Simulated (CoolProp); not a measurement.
Saturation properties of o-xylene.

The numbers come from the reference Helmholtz-energy equation of state, Zhou 2012 in CoolProp.

```
T (°C)  p (bar)  vapour density (kg/m³)  enthalpy of vaporisation (kJ/kg)  liquid viscosity (µPa s)
------  -------  ----------------------  --------------------------------  ------------------------
119.15   0.4940                   1.657                             357.8                       296
128.85   0.6594                   2.172                             352.1                       276
138.45   0.8640              (withheld)                             346.4                       257
148.15    1.119                   3.572                             340.4                       241
157.85    1.429                   4.503                             334.2                       225
167.55    1.803                   5.615                             327.8                       212
177.25    2.248                   6.934                        (withheld)                       199
186.95    2.774                   8.486                             314.4                       187
196.55    3.383              (withheld)                             307.4                       177
206.25    4.096              (withheld)                             300.1                       167
215.95    4.919                   14.85                             292.5                       157
225.65    5.860                   17.69                             284.5                       148
235.35    6.932                   20.98                             276.0                       140
```

**Question.** Some entries are withheld; supply them.

**Answer.** 
- 138.45, vapour density (kg/m³): 2.800
- 177.25, enthalpy of vaporisation (kJ/kg): 321.2
- 196.55, vapour density (kg/m³): 10.28
- 206.25, vapour density (kg/m³): 12.40

It boils at 144.4 °C under 1 atm.

Viscosity comes from a separate model (Cao 2016).
